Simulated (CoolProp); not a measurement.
Saturated liquid density (kg/m³) of R115: the reference equation beside estimates from Tc = 353.1 K, pc = 3.129 MPa, ω = 0.248. Rackett uses Z = 0.29056 − 0.08775 ω.

Model: reference Helmholtz-energy equation of state, Lemmon 2016, in CoolProp.

```tsv
T (K)	reference	Rackett	Redlich-Kwong
193.4	1682	…	1553
204.6	1645	…	1518
215.8	1608	…	1480
227.1	…	…	1440
238.3	1531	1589	1398
249.5	1491	1546	1353
260.7	1448	1500	1304
271.9	…	1453	1252
```

Q: Some entries are withheld; supply them.

A: 
- 193.4, Rackett: 1746
- 204.6, Rackett: 1709
- 215.8, Rackett: 1670
- 227.1, reference: 1570
- 227.1, Rackett: 1630
- 271.9, reference: 1404

Absolute difference from the reference over all 8 rows, mean and median: Rackett 3.7 and 3.8 %, Redlich-Kwong 8.8 and 8.5 %.
